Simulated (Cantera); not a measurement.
Input: 1 mol SiCl4, 2.5 mol Cl2, 14 mol H2, 3.5 mol HCl, held at 1200 °C and 480000 Pa.

Method: chemical equilibrium by Gibbs-energy minimisation in Cantera with the NASA 1993 tables (ideal gas, pure condensed phases). The tables' values for SiCl3 are old estimates; treat these amounts as uncertain. Equilibrium is a limit: real reactors are often held back by kinetics, nucleation or transport.

| species | before | after |
|---|---|---|
| H2 | 0.539 | 0.597 |
| HCl | 0.413 | 0.353 |
| SiCl4 | 0.0387 | 0.0381 |
| SiHCl3 | 0.00475 | 0.00606 |
| SiH2Cl2 | 9.12e-5 | 0.000151 |
| SiCl2 | 0.000843 | 0.00126 |
| SiCl3 | 0.00309 | 0.00375 |
Gas species are given as mole fractions.

**Question.** What was changed between the two runs?
A) H2 from 14 to 2.8 mol
B) pressure from 480000 Pa to 16000 Pa
C) temperature from 1200 °C to 375 °C
D) Cl2 from 2.5 to 1.7 mol

**Answer.** D, Cl2 from 2.5 to 1.7 mol
